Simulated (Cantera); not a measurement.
Cantera run:

```python
import numpy as np
import cantera as ct

gas_names = """
    CL BCL3
""".split()
cond_names = """
    B(b) B(L)
""".split()


def load(file, names, dense=False):
    # The tables refer to 1 bar. Condensed volumes are neglected.
    table = {s.name: s for s in ct.Species.list_from_file(file)}
    out = []
    for n in names:
        d = dict(table[n].input_data)
        d["thermo"] = dict(d["thermo"], **{"reference-pressure": 1e5})
        if dense:
            d["equation-of-state"] = {"model": "constant-volume", "density": "1e6 g/cm^3"}
        out.append(ct.Species.from_dict(d))
    return out


species = {s.name: s for s in load("nasa_gas.yaml", gas_names) + load("nasa_condensed.yaml", cond_names)}
# Each term lists the table entries of one substance; the one whose range holds T is used.
reactions = {
    '3 Cl(g) + B = BCl3(g)':
        [(-3, ['CL']), (-1, ['B(b)', 'B(L)']), (1, ['BCL3'])],
}


def pick(names, T):
    return next(species[n] for n in names if species[n].thermo.min_temp <= T <= species[n].thermo.max_temp)


results = []
for label, terms in reactions.items():
    print(label)
    print("     T/K   dH/kJ  dS/(J/K)   dG/kJ   log10 K")
    for T in [623, 723, 823, 923, 1023]:
        used = [(nu, pick(names, T)) for nu, names in terms]
        dH = sum(nu * s.thermo.h(T) for nu, s in used) / 1e6
        dS = sum(nu * s.thermo.s(T) for nu, s in used) / 1e3
        dG = dH - T * dS / 1e3
        logK = -dG * 1e6 / (ct.gas_constant * T * np.log(10))
        results.append((label, T, dH, dS, dG, logK, [s.name for _, s in used]))
        print(f"{T:8g} {dH:8.1f} {dS:8.1f} {dG:8.1f} {logK:8.2f}")
```

It prints:

```
3 Cl(g) + B = BCl3(g)
     T/K   dH/kJ  dS/(J/K)   dG/kJ   log10 K
     623   -771.5   -221.9   -633.3    53.10
     723   -772.9   -223.9   -611.0    44.14
     823   -774.2   -225.6   -588.5    37.35
     923   -775.4   -227.0   -565.9    32.03
    1023   -776.6   -228.2   -543.1    27.73
```

Cantera with NASA thermochemical tables; ideal gases at 1 bar, condensed phases pure. Condensed species are held in their standard states even where they would react or evaporate.
